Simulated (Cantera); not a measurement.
Boron, boron nitride and boron oxide: borazine + O2

Feed: 1 mol borazine, a varied amount of O2, at 1827 °C and 27.0 mbar.

Cantera equilibrium calculation (NASA polynomials, part measured and part estimated; ideal gas, pure solids and liquids). Candidate condensed phases: B, BN, B2O3, B3O3H3, H2O; 39 gas species. The feed counts by its element totals alone. The tables' values for BH2 are old estimates; treat these amounts as uncertain. Kinetics and transport are ignored.

From 0.13 mol O2 to 1.3 mol O2 the condensed part is BN(s). From 2.1 mol O2 to 5.3 mol O2 nothing is condensed. The main B-bearing gas is HBO at 0.13 mol O2 and HBO2 at 5.3 mol O2.

```json
[
 {"n(O2) (mol)": "0.13", "log p H2": "-1.63", "log p HBO2": "-5.48", "log p N2": "-2.97", "log p H2O": "-6.36", "log p O2": "<-13", "log p HBO": "-2.87", "log p B2O3": "-5.53", "log p B2O2": "-3.73", "log p BO": "-3.44", "log p BO2": "-8.02", "log p H": "-3.32", "log p OH": "-8.98", "n BN(s)": "2.74"},
 {"n(O2) (mol)": "0.2", "log p H2": "-1.65", "log p HBO2": "-5.13", "log p N2": "-2.81", "log p H2O": "-6.16", "log p O2": "<-13", "log p HBO": "-2.73", "log p B2O3": "-5.01", "log p B2O2": "-3.44", "log p BO": "-3.29", "log p BO2": "-7.65", "log p H": "-3.33", "log p OH": "-8.76", "n BN(s)": "2.60"},
 {"n(O2) (mol)": "0.33", "log p H2": "-1.69", "log p HBO2": "-4.76", "log p N2": "-2.63", "log p H2O": "-5.96", "log p O2": "<-13", "log p HBO": "-2.61", "log p B2O3": "-4.47", "log p B2O2": "-3.14", "log p BO": "-3.14", "log p BO2": "-7.26", "log p H": "-3.35", "log p OH": "-8.54", "n BN(s)": "2.35"},
 {"n(O2) (mol)": "0.52", "log p H2": "-1.75", "log p HBO2": "-4.47", "log p N2": "-2.48", "log p H2O": "-5.82", "log p O2": "<-13", "log p HBO": "-2.52", "log p B2O3": "-4.05", "log p B2O2": "-2.91", "log p BO": "-3.03", "log p BO2": "-6.95", "log p H": "-3.38", "log p OH": "-8.38", "n BN(s)": "1.98"},
 {"n(O2) (mol)": "0.83", "log p H2": "-1.82", "log p HBO2": "-4.24", "log p N2": "-2.34", "log p H2O": "-5.72", "log p O2": "<-13", "log p HBO": "-2.45", "log p B2O3": "-3.67", "log p B2O2": "-2.71", "log p BO": "-2.92", "log p BO2": "-6.68", "log p H": "-3.42", "log p OH": "-8.24", "n BN(s)": "1.39"},
 {"n(O2) (mol)": "1.3", "log p H2": "-1.92", "log p HBO2": "-4.07", "log p N2": "-2.23", "log p H2O": "-5.68", "log p O2": "<-13", "log p HBO": "-2.42", "log p B2O3": "-3.38", "log p B2O2": "-2.55", "log p BO": "-2.84", "log p BO2": "-6.46", "log p H": "-3.46", "log p OH": "-8.15", "n BN(s)": "0.504"},
 {"n(O2) (mol)": "2.1", "log p H2": "-1.95", "log p HBO2": "-2.85", "log p N2": "-2.18", "log p H2O": "-4.19", "log p O2": "-10.94", "log p HBO": "-2.72", "log p B2O3": "-2.42", "log p B2O2": "-3.11", "log p BO": "-3.13", "log p BO2": "-5.22", "log p H": "-3.48", "log p OH": "-6.65", "n BN(s)": "0"},
 {"n(O2) (mol)": "3.4", "log p H2": "-2.52", "log p HBO2": "-2.03", "log p N2": "-2.17", "log p H2O": "-2.26", "log p O2": "-5.94", "log p HBO": "-4.40", "log p B2O3": "-2.71", "log p B2O2": "-5.91", "log p BO": "-4.52", "log p BO2": "-4.12", "log p H": "-3.76", "log p OH": "-4.43", "n BN(s)": "0"},
 {"n(O2) (mol)": "5.3", "log p H2": "-4.27", "log p HBO2": "-2.11", "log p N2": "-2.28", "log p H2O": "-2.19", "log p O2": "-2.28", "log p HBO": "-6.30", "log p B2O3": "-2.94", "log p B2O2": "-7.96", "log p BO": "-5.55", "log p BO2": "-3.32", "log p H": "-4.64", "log p OH": "-3.48", "n BN(s)": "0"}
]
```
log p: log10 of the partial pressure in bar; n: condensed amount in mol.
